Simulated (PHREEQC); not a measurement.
A PHREEQC speciation (ion-association model, wateq4f.dat) at 15 °C gives pH 2.39 and these molalities:

```tsv
species	mol/kgw
HF	0.0195
H+	0.00436
F-	0.00408
H2F2	0.00142
HF2-	0.000280
```

Q: What are the element totals, and what could have been dissolved in 1 kg of water to give them?

A: This is not unique; one that fits is totals F 0.0270 mol/kgw, from 27 mmol/kgw HF.

This is a speciation only: nothing precipitates in the calculation. wateq4f.dat counts part of the HF as a dimer, H2F2, which phreeqc.dat doesn't know; its constant is uncertain.
